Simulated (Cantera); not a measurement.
## Adiabatic ignition

An adiabatic, constant-pressure homogeneous reactor starts with 41.5 % H2, 10.4 % O2, 39.0 % N2, 9.13 % H2O, at 1000 K and 1000000 Pa.

Model: the H2/O2 subset of GRI-Mech 3.0, which has no nitrogen chemistry, integrated in Cantera. The hydrogen kinetics of GRI-Mech 3.0 are dated; newer H2 mechanisms differ, most at raised pressure.

```csv
t (s),T (K),x H2,x O2,x H2O,x H,x H2O2,x OH,x O
1.00e-6,1000,0.415,0.104,0.0913,2.10e-11,<1e-12,<1e-12,1.22e-12
3.76e-6,1000,0.415,0.104,0.0913,2.14e-11,1.45e-11,<1e-12,1.24e-12
1.41e-5,1000,0.415,0.104,0.0913,2.29e-11,2.07e-10,<1e-12,1.33e-12
5.32e-5,1000,0.415,0.104,0.0913,2.88e-11,2.91e-9,<1e-12,1.67e-12
0.000200,1000,0.415,0.104,0.0913,5.64e-11,4.07e-8,2.35e-12,3.27e-12
0.000752,1000,0.415,0.104,0.0913,2.96e-10,6.76e-7,2.67e-11,1.72e-11
0.00283,1001,0.415,0.104,0.0914,1.01e-8,4.58e-5,1.68e-9,5.90e-10
0.0106,2438,0.230,4.03e-6,0.332,0.00291,1.30e-8,0.000807,6.77e-6
0.0400,2438,0.230,4.03e-6,0.332,0.00291,1.30e-8,0.000807,6.77e-6
0.150,2438,0.230,4.03e-6,0.332,0.00291,1.30e-8,0.000807,6.77e-6
0.566,2438,0.230,4.03e-6,0.332,0.00291,1.30e-8,0.000807,6.77e-6
2.13,2438,0.230,4.03e-6,0.332,0.00291,1.30e-8,0.000807,6.77e-6
8.00,2438,0.230,4.03e-6,0.332,0.00291,1.30e-8,0.000807,6.77e-6
```
x: mole fraction; the columns are a selection and need not sum to one.

time of steepest temperature rise: 7.59 ms
temperature at 8.00 s: 2438 K
equilibrium temperature: 2438 K
x(H2) at 8.00 s: 0.230 (gas-phase equilibrium 0.230)
x(O2) at 8.00 s: 4.03e-6 (gas-phase equilibrium 4.03e-6)
x(H2O) at 8.00 s: 0.332 (gas-phase equilibrium 0.332)
